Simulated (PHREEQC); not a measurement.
Solution (2.4 °C): 0.18 mol CdCl2 and 0.04 mol KCl per kg of water. Closed to the air; pH follows from the charge balance.

Model: ion-association model, wateq4f.dat, run in PHREEQC.

No solid was allowed to form.

**Question.** Order these Cd species by the share of Cd that they hold, largest first: CdCl+, Cd+2, CdCl2, CdCl3-.

**Answer.** CdCl+ (62 %), CdCl2 (23 %), Cd+2 (12 %), CdCl3- (2.0 %)

**Question.** Order these Cl species by the share of Cl that they hold, largest first: CdCl3-, CdCl2, Cl-, CdCl+.

**Answer.** Cl- (48 %), CdCl+ (28 %), CdCl2 (21 %), CdCl3- (2.7 %)

The pH is 5.40 and the ionic strength 0.218 mol/kgw. Away from 25 °C the constants follow the database's enthalpies or fits; those with neither stay at their 25 °C values.
